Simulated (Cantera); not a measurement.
## Thermodynamics of silicon etching in halogen gases, feed Si + F2 + N2

Charge: 1 mol Si, 5.7 mol F2, 0.26 mol N2, equilibrated at 0.133 bar.

Equilibrium computed with Cantera from the NASA thermochemical tables; the gas is ideal and each condensed phase is pure. Candidate condensed phases: Si, Si3N4; 16 gas species. Kinetics and transport are ignored.

```csv
T (K),log p F,log p F2,log p SiF4,log p NF3,log p N2,log p NF2,log p NF
648,-3.86,-1.06,-1.52,-1.81,-7.07,-9.95,<-12
723,-3.18,-1.06,-1.52,-1.81,-4.87,-8.57,<-12
798,-2.62,-1.06,-1.53,-1.85,-3.18,-7.50,<-12
873,-2.16,-1.05,-1.56,-2.19,-2.41,-6.91,<-12
948,-1.78,-1.08,-1.59,-2.75,-2.24,-6.68,<-12
1023,-1.49,-1.15,-1.63,-3.38,-2.23,-6.61,-12.74
1098,-1.27,-1.28,-1.67,-4.04,-2.26,-6.64,-12.01
1173,-1.12,-1.49,-1.72,-4.76,-2.30,-6.76,-11.42
1248,-1.03,-1.76,-1.76,-5.52,-2.34,-6.96,-10.95
1323,-0.98,-2.06,-1.79,-6.30,-2.37,-7.19,-10.56
1398,-0.96,-2.37,-1.80,-7.04,-2.38,-7.43,-10.23
1473,-0.95,-2.67,-1.81,-7.73,-2.39,-7.67,-9.94
1548,-0.95,-2.95,-1.81,-8.36,-2.39,-7.89,-9.67
1623,-0.95,-3.20,-1.81,-8.94,-2.40,-8.09,-9.44
```
log p: log10 of the partial pressure in bar; nothing condenses.

From 648 K to 1623 K nothing is condensed. The main Si-bearing gas is SiF4 throughout.
